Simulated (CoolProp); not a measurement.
Vapour-liquid equilibrium of propane (1) + R236EA (2) at 326.5 K; x and y are mole fractions of (1).

Computed with CoolProp (multi-fluid Helmholtz-energy mixture model, Lemmon 2009 and Rui 2013; pair parameters Bell 2016).

```tsv
x	bubble pressure (MPa)	y at the bubble point	dew pressure at overall composition x (MPa)	liquid density (mol/L)
0.05	0.6853	0.268	0.5284	8.771
0.2	1.117	0.568	0.6279	8.829
0.35	1.389	0.673	0.7690	8.878
0.5	1.561	0.733	0.9828	8.946
0.65	1.687	0.785	1.324	9.079
0.8	1.787	0.851	1.714	9.348
0.95	1.843	0.952	1.843	9.819
```

No azeotrope shows between x = 0.05 and 0.95.

The pair parameters rest on a limited set of measurements; away from them the model extrapolates.
